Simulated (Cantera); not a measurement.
Adiabatic ignition

An adiabatic, constant-volume homogeneous reactor starts with 17.6 % CH₄, 0.705 % C₂H₆, 17.2 % O₂, 64.5 % N₂, at 1225 K and 1000000 Pa.

Detailed kinetics in Cantera: GRI-Mech 3.0 (53 species, 325 reactions).

```csv
t (s),T (K),P (bar),x CH₄,x C₂H₆,x O₂,x N₂O,x H₂O
2.00e-6,1225,10.00,0.176,0.00705,0.172,<1e-12,1.88e-9
4.93e-6,1225,10.00,0.176,0.00705,0.172,<1e-12,1.16e-8
1.21e-5,1225,10.00,0.176,0.00705,0.172,<1e-12,7.68e-8
2.99e-5,1225,10.00,0.176,0.00705,0.172,1.47e-12,5.83e-7
7.37e-5,1225,10.0,0.176,0.00705,0.172,1.08e-11,5.53e-6
0.000182,1225,10.0,0.176,0.00703,0.171,7.51e-11,6.03e-5
0.000447,1227,10.0,0.176,0.00697,0.171,3.57e-10,0.000385
0.00110,1239,10.1,0.174,0.00674,0.169,1.77e-9,0.00242
0.00271,2508,24.8,1.86e-8,<1e-12,5.20e-7,1.14e-8,0.112
0.00669,2508,24.8,1.81e-8,<1e-12,5.22e-7,6.95e-9,0.112
0.0165,2508,24.8,1.81e-8,<1e-12,5.22e-7,6.90e-9,0.112
0.0406,2508,24.8,1.81e-8,<1e-12,5.22e-7,6.90e-9,0.112
0.100,2508,24.8,1.81e-8,<1e-12,5.22e-7,6.90e-9,0.112
```
x: mole fraction; the columns are a selection and need not sum to one.

```
Quantity                                                             Value
---------------------------------  ---------------------------------------
time of steepest temperature rise                                  1.83 ms
temperature at 0.100 s                                              2508 K
equilibrium temperature                                             2508 K
x(CH₄) at 0.100 s                  1.81e-8 (gas-phase equilibrium 2.02e-8)
x(C₂H₆) at 0.100 s                   <1e-12 (gas-phase equilibrium <1e-12)
x(O₂) at 0.100 s                   5.22e-7 (gas-phase equilibrium 5.22e-7)
```
